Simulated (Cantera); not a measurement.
A perfectly stirred reactor is fed with CH4 : H2 : CO2 = 0.0035 : 0.3 : 0.004 (molar parts), at 0.0385 atm; it is held at 2825 K, and followed from long to short residence time.

Cantera simulation using GRI-Mech 3.0 (53 species, 325 reactions); the numbers are that mechanism's predictions, not measurements. Radical loss at walls, strong at low pressure, is not modelled.

One state of this run: x CH4 = 9.99e-7; x H2 = 0.694; x CO2 = 6.20e-6; x OH = 0.000145; x CH2 = 4.42e-6; x CH2O = 2.31e-9; x H2O = 0.00124. x: mole fraction; the columns are a selection and need not sum to one.

**Question.** Which value of τ (s) does it belong to?
(A) 0.024
(B) 0.0095
(C) 0.36
(D) 0.14

**Answer.** D, 0.14
